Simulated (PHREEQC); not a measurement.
A solution holds 0.025 mol/kgw NH4HF2, 3.3e-05 mol/kgw H2SiF6, 0.0007 mol/kgw H3BO3 and 7.4e-05 mol/kgw H2SO4, at 75 °C. Closed to the air; pH follows from the charge balance.

Computed with PHREEQC (ion-association model, wateq4f.dat).

```csv
quantity,before,after
pH,3.56,3.54
HF2- (mol/kgw),0.00201,0.00432
BF4- (mol/kgw),0.000653,0.000671
SI of Quartz (SiO2),-5.29,-6.32
```

**Question.** Name the change that produced these shifts.
A. NH4HF2 left out
B. 0.03 mol/kgw HBr added
C. H3BO3 from 0.0007 to 0.00077 mol/kgw
D. NH4HF2 from 0.025 to 0.0375 mol/kgw
E. diluted 5-fold with water

**Answer.** D, NH4HF2 from 0.025 to 0.0375 mol/kgw

Precipitation was switched off in this run. Constants without temperature data keep their 25 °C values here. SiF6-2 is the database's only silicon fluoride. Real BF4- forms and hydrolyses slowly; the run takes it at equilibrium.
